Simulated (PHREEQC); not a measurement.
**Nickel, zinc or cadmium bath**

Make-up at 25 °C: 0.023 mol/kgw NiCl2 and 0.014 mol/kgw NaCl. Closed to the air; pH follows from the charge balance.

Model: ion-association model, wateq4f.dat, run in PHREEQC.

No solid was allowed to form.

### Question
Estimate the pH.

### Answer
pH 5.95.

### Question
In which forms is Cl present?

### Answer
Cl- 97 %, NiCl+ 2.1 %, NiCl2 0.5 % of the Cl.

Species that the database lacks are ignored.
